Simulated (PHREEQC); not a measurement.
H3PO4 is added in steps, without added water, to 1 kg of water holding 0.054 mol/kgw NiCl2 and 0.0015 mol/kgw KCl, at 40 °C. Oxygen is held at 0.21 atm. CO2 from the air is kept out. No solid was allowed to form.

Base run: PHREEQC, ion-association model, wateq4f.dat. Each further column changes one thing. The table gives H3PO4 (mol/kgw).

```
H3PO4 added (mol)      base  all activity coefficients set to 1  metal-ligand complexes left out  Davies equation for every ion  Debye-Hückel limiting law
-----------------  --------  ----------------------------------  -------------------------------  -----------------------------  -------------------------
0                         0                                   0                                0                              0                          0
0.001875           0.000265                            0.000379                         0.000263                              …                   0.000183
0.005625            0.00163                             0.00210                          0.00162                              …                    0.00123
0.0075              0.00253                             0.00317                          0.00251                        0.00244                    0.00195
0.01125             0.00456                             0.00553                          0.00454                              …                    0.00364
0.01312             0.00566                             0.00679                          0.00564                        0.00550                    0.00457
0.01688             0.00800                             0.00941                          0.00797                        0.00780                    0.00659
0.01875             0.00922                              0.0108                          0.00919                        0.00900                    0.00765
0.0225               0.0117                                   …                           0.0117                         0.0115                    0.00986
0.02438              0.0130                              0.0150                           0.0130                         0.0127                     0.0110
0.02813              0.0157                                   …                           0.0156                         0.0154                     0.0134
0.03                 0.0170                                   …                           0.0170                              …                     0.0146
```

Task: Complete the blanks.

Result: 
- 0.001875, Davies equation for every ion: 0.000251
- 0.005625, Davies equation for every ion: 0.00157
- 0.01125, Davies equation for every ion: 0.00442
- 0.0225, all activity coefficients set to 1: 0.0135
- 0.02813, all activity coefficients set to 1: 0.0178
- 0.03, all activity coefficients set to 1: 0.0193
- 0.03, Davies equation for every ion: 0.0167

H3PO4, which wateq4f.dat lacks, is added to it with the constant of phreeqc.dat. Away from 25 °C the constants follow the database's enthalpies or fits; those with neither stay at their 25 °C values. The database has no phosphate complexes of Ni.
